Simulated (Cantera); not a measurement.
A perfectly stirred reactor is fed with NH₃ : H₂ : N₂ = 1 : 0.13 : 0.059 (molar parts), at 20.0 Torr; it is held at 2150 K, and followed from long to short residence time.

Model: the gas-phase N/H chemistry of the illustrative SiF4/NH3 mechanism in the Surface Chemkin manual (1991), integrated in Cantera. Walls and surfaces, which speed up NH3 decomposition in real reactors, are not modelled.

Task: Predict: x(NH₃) at τ = 0.330 s; x(H₂) at τ = 0.330 s; x(N₂H₄) at τ = 0.330 s; x(NH₂) at τ = 0.330 s; x(N₂) at τ = 0.330 s; x(NH₃) at τ = 4.30 ms; x(H₂) at τ = 4.30 ms; x(N₂H₄) at τ = 4.30 ms; x(NH₂) at τ = 4.30 ms; x(N₂) at τ = 4.30 ms.

Result: 
| Item | Result |
|---|---|
| x(NH₃) at τ = 0.330 s | 0.267 |
| x(H₂) at τ = 0.330 s | 0.542 |
| x(N₂H₄) at τ = 0.330 s | 5.15e-9 |
| x(NH₂) at τ = 0.330 s | 0.00114 |
| x(N₂) at τ = 0.330 s | 0.190 |
| x(NH₃) at τ = 4.30 ms | 0.820 |
| x(H₂) at τ = 4.30 ms | 0.123 |
| x(N₂H₄) at τ = 4.30 ms | 2.22e-8 |
| x(NH₂) at τ = 4.30 ms | 0.00236 |
| x(N₂) at τ = 4.30 ms | 0.0538 |
